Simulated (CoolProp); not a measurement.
The numbers come from the reference Helmholtz-energy equation of state, Lemmon 2016 in CoolProp.

Question: Give the vapour pressure (MPa), liquid density (kg/m³), vapour density (kg/m³), enthalpy of vaporisation (kJ/kg) of saturated R115 at -67.45, -54.75, -24.95 °C.

Answer: 
| T (°C) | p (MPa) | liquid density (kg/m³) | vapour density (kg/m³) | enthalpy of vaporisation (kJ/kg) |
|---|---|---|---|---|
| -67.45 | 0.0234 | 1640 | 2.14 | 135 |
| -54.75 | 0.0478 | 1600 | 4.17 | 131 |
| -24.95 | 0.184 | 1500 | 14.7 | 120 |
